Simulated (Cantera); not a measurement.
## Si + HCl + H₂ (chlorosilane synthesis and conversion)

A closed system holds: 1 mol Si, 0.77 mol HCl, 0.93 mol H₂, equilibrated at 0.100 bar.

Equilibrium computed with Cantera from the NASA thermochemical tables; the gas is ideal and each condensed phase is pure. Candidate condensed phases: Si; 19 gas species. The tables' values for SiCl₃ are old estimates; treat these amounts as uncertain. Kinetics and transport are ignored.

```
T (K)   x H₂  x SiCl₄    x HCl  x SiHCl₃   x SiCl₂   x SiCl₃  n Si(s)
-----  -----  -------  -------  --------  --------  --------  -------
850    0.859    0.102  0.00447    0.0327   2.76e-5  0.000200    0.796
900    0.857    0.102  0.00778    0.0319   9.59e-5  0.000453    0.798
950    0.854    0.101   0.0127    0.0309  0.000290  0.000935    0.799
1000   0.848   0.0985   0.0197    0.0298  0.000780   0.00178    0.802
1050   0.841   0.0951   0.0292    0.0285   0.00189   0.00315    0.804
1100   0.832   0.0900   0.0412    0.0268   0.00416   0.00519    0.807
1150   0.819   0.0828   0.0559    0.0246   0.00841   0.00798    0.809
1200   0.804   0.0733   0.0729    0.0220    0.0156    0.0114    0.810
```
x: gas mole fraction; n: condensed amount in mol.

From 850 K to 1200 K the condensed part is Si(s). The main Si-bearing gas is SiCl₄ throughout. The share of Si in condensed phases is highest at 1200 K (81.0 %) and lowest at 850 K (79.6 %).
